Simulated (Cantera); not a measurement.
**Adiabatic ignition**

An adiabatic, constant-pressure homogeneous reactor starts with 5.24 % CH₄, 0.519 % C₂H₆, 19.8 % O₂, 74.4 % N₂, equivalence ratio 0.62, at 1650 K and 210000 Pa.

Cantera simulation using GRI-Mech 3.0 (53 species, 325 reactions); the numbers are that mechanism's predictions, not measurements.

```tsv
t (s)	T (K)	x CH₄	x C₂H₆	x O₂	x H₂	x NO	x N₂O
1.00e-6	1650	0.0524	0.00514	0.198	7.01e-7	<1e-12	3.10e-12
4.68e-6	1648	0.0523	0.00497	0.198	1.89e-5	<1e-12	9.35e-11
2.19e-5	1656	0.0493	0.00381	0.195	0.00125	9.54e-11	4.62e-9
0.000102	2575	<1e-12	<1e-12	0.0753	0.00523	0.000299	8.16e-7
0.000478	2668	<1e-12	<1e-12	0.0733	0.00348	0.00272	1.12e-6
0.00224	2659	<1e-12	<1e-12	0.0697	0.00343	0.0103	1.17e-6
0.0105	2651	<1e-12	<1e-12	0.0671	0.00339	0.0160	1.24e-6
0.0489	2651	<1e-12	<1e-12	0.0670	0.00339	0.0160	1.24e-6
0.229	2651	<1e-12	<1e-12	0.0670	0.00339	0.0160	1.24e-6
1.07	2651	<1e-12	<1e-12	0.0670	0.00339	0.0160	1.24e-6
5.00	2651	<1e-12	<1e-12	0.0670	0.00339	0.0160	1.24e-6
```
x: mole fraction; the columns are a selection and need not sum to one.

```json
{
  "time_of_steepest_temperature_rise": "48.1 µs",
  "temperature at 5.00 s": "2651 K",
  "equilibrium_temperature": "2651 K",
  "x(CH₄) at 5.00 s": "<1e-12 (gas-phase equilibrium <1e-12)",
  "x(C₂H₆) at 5.00 s": "<1e-12 (gas-phase equilibrium <1e-12)",
  "x(O₂) at 5.00 s": "0.0670 (gas-phase equilibrium 0.0670)"
}
```
